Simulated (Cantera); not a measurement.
A closed system holds: 1 mol TEOS, 3.8 mol CO2, 9.4 mol H2, at 86.0 Pa.

Method: chemical equilibrium by Gibbs-energy minimisation in Cantera with the NASA 1993 tables (ideal gas, pure condensed phases). Candidate condensed phases: C, C6H6, C7H8, C8H18, H2O, Si, SiC, SiO2; 123 gas species. The feed counts by its element totals alone. Rates play no part.

log p: log10 of the partial pressure in bar; n: condensed amount in mol.

| T (K) | log p H2 | log p CO | log p CO2 | log p H2O | log p CH4 | log p H | log p SiO | n C(graphite) | n SiO2(α-quartz) | n SiO2(β-quartz) |
|---|---|---|---|---|---|---|---|---|---|---|
| 773 | -3.23 | -3.60 | -4.80 | [?] | -6.14 | -13.66 | <-15 | 2.92 | 1.00 | 0 |
| 823 | -3.24 | -3.56 | -5.43 | [?] | -6.51 | -12.75 | <-15 | 2.38 | 1.00 | 0 |
| 873 | -3.24 | -3.55 | -6.04 | [?] | -6.83 | -11.95 | <-15 | 2.25 | 0 | 1.00 |
| 923 | -3.24 | -3.55 | -6.59 | [?] | -7.11 | -11.23 | <-15 | 2.21 | 0 | 1.00 |
| 973 | -3.24 | -3.55 | -7.09 | [?] | -7.37 | -10.59 | <-15 | 2.20 | 0 | 1.00 |
| 1023 | -3.24 | -3.55 | -7.54 | [?] | -7.61 | -10.00 | -13.54 | 2.20 | 0 | 1.00 |
| 1073 | -3.24 | -3.55 | -7.94 | [?] | -7.82 | -9.47 | -11.90 | 2.20 | 0 | 1.00 |
| 1123 | -3.24 | -3.55 | -8.31 | [?] | -8.01 | -8.99 | -10.42 | 2.20 | 0 | 1.000 |

### Question
Some entries are withheld; supply them.

### Answer

- 773, log p H2O: -5.15
- 823, log p H2O: -5.67
- 873, log p H2O: -6.16
- 923, log p H2O: -6.60
- 973, log p H2O: -6.99
- 1023, log p H2O: -7.35
- 1073, log p H2O: -7.67
- 1123, log p H2O: -7.97
